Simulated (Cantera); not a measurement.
A perfectly stirred reactor is fed with 17.3 % H2, 17.3 % O2, 65.4 % N2, equivalence ratio 0.50, at 0.830 bar; it is adiabatic with a 775 K inlet, and is followed from long to short residence time, starting on the burning branch (τ in s: 0.17, 0.072, 0.03, 0.013, 0.0054, 0.0023, 0.00096, 0.00041, 0.00017, 7.2e-05, 3e-05).

Computed with Cantera and GRI-Mech 3.0 (53 species, 325 reactions).

One state of this run: T (K) = 1445; x H2 = 0.0273; x O2 = 0.102; x OH = 0.00852; x N2O = 8.67e-8; x NO = 9.21e-6; x HO2 = 5.30e-5. x: mole fraction; the columns are a selection and need not sum to one.

Task: Which value of τ (s) does it belong to?
(A) 0.0054
(B) 0.030
(C) 3.0e-5
(D) 0.00096

Result: C, 3.0e-5
